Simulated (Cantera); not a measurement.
An adiabatic, constant-volume homogeneous reactor starts with 7.96 % CH4, 4.30 % H2, 18.5 % O2, 69.3 % N2, equivalence ratio 0.98, at 1750 K and 101000 Pa.

Model: GRI-Mech 3.0 (53 species, 325 reactions), integrated in Cantera.

**Question.** Predict: time of steepest temperature rise; temperature at 1.00 s; equilibrium temperature; x(H2) at 1.00 s; x(O2) at 1.00 s; x(O) at 1.00 s; x(NO2) at 1.00 s.

**Answer.** 
```json
{
 "time_of_steepest_temperature_rise": "59.6 µs",
 "temperature at 1.00 s": "2968 K",
 "equilibrium_temperature": "2968 K",
 "x(H2) at 1.00 s": "0.0277 (gas-phase equilibrium 0.0277)",
 "x(O2) at 1.00 s": "0.0241 (gas-phase equilibrium 0.0241)",
 "x(O) at 1.00 s": "0.0118 (gas-phase equilibrium 0.0118)",
 "x(NO2) at 1.00 s": "3.81e-6 (gas-phase equilibrium 3.81e-6)"
}
```
